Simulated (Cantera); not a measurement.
An isothermal plug-flow reactor at 775 K and 1650 Torr (inlet), inlet velocity 0.067 m/s, active area per volume 520 1/m; feed CH4 : O2 : N2 = 0.0065 : 0.16 : 0.79 (molar parts), equivalence ratio 0.081.

Computed with Cantera and Deutschmann's 1995 Pt surface mechanism with GRI-Mech 3.0 gas chemistry. Catalytic surfaces can have several steady states; this one follows from the mechanism file's or the stated starting coverage. Mass transfer to the wall is taken as infinitely fast.

x: gas mole fraction; θ: surface coverage.

| z (m) | x CH4 | x O2 | x H2O | x CO2 | x CO | θ free Pt | θ O* |
|---|---|---|---|---|---|---|---|
| 0.00067 | 0.00679 | 0.167 | 1.09e-5 | 5.27e-6 | 1.86e-7 | 0.0147 | 0.985 |
| 0.0012 | 0.00679 | 0.167 | 1.96e-5 | 9.48e-6 | 2.92e-7 | 0.0147 | 0.985 |
| 0.0021 | 0.00678 | 0.167 | [?] | [?] | [?] | 0.0147 | 0.985 |
| 0.0038 | 0.00676 | 0.167 | [?] | [?] | [?] | 0.0147 | 0.985 |
| 0.0067 | 0.00674 | 0.167 | 0.000109 | 5.38e-5 | 6.00e-7 | 0.0147 | 0.985 |
| 0.012 | 0.00670 | 0.167 | 0.000194 | 9.64e-5 | 6.13e-7 | 0.0147 | 0.985 |
| 0.021 | 0.00663 | 0.167 | 0.000338 | 0.000168 | 6.07e-7 | 0.0147 | 0.985 |
| 0.038 | 0.00649 | 0.167 | 0.000605 | 0.000302 | 5.95e-7 | 0.0147 | 0.985 |
| 0.067 | 0.00627 | 0.166 | 0.00105 | 0.000523 | 5.75e-7 | 0.0147 | 0.985 |

Question: Some entries are withheld; supply them.

Answer: 
- 0.0021, x H2O: 3.42e-5
- 0.0021, x CO2: 1.67e-5
- 0.0021, x CO: 4.16e-7
- 0.0038, x H2O: 6.18e-5
- 0.0038, x CO2: 3.04e-5
- 0.0038, x CO: 5.37e-7
